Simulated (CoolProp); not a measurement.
A closed Brayton cycle with nitrogen: compressor inlet 321.15 K and 5.2 MPa, high pressure 12.7 MPa, turbine inlet 780 K, compressor efficiency 0.89, turbine efficiency 0.9, recuperator effectiveness 0 (on enthalpy, no pinch check). Each further row changes one setting.

Model: reference Helmholtz-energy equation of state, Span 2000, in CoolProp.

| case | thermal efficiency (%) | net work (kJ/kg) | compressor to turbine work | compressor exit (K) | turbine exit (K) |
|---|---|---|---|---|---|
| as stated | (withheld) | 59.2 | 0.65 | 427.6 | 629.0 |
| turbine inlet 730 K | 14.3 | (withheld) | 0.70 | 427.6 | 587.3 |
| compressor inlet 331.15 K | (withheld) | 55.5 | 0.68 | 440.7 | 629.0 |
| high pressure 10.8 MPa | 12.9 | 53.6 | 0.62 | 406.2 | (withheld) |
| recuperator effectiveness 0.5 | (withheld) | 59.2 | 0.65 | 427.6 | 629.0 |

### Question
Fill in the missing entries.

### Answer

- as stated, thermal efficiency (%): 15.0
- turbine inlet 730 K, net work (kJ/kg): 48.1
- compressor inlet 331.15 K, thermal efficiency (%): 14.6
- high pressure 10.8 MPa, turbine exit (K): 654.1
- recuperator effectiveness 0.5, thermal efficiency (%): 20.8
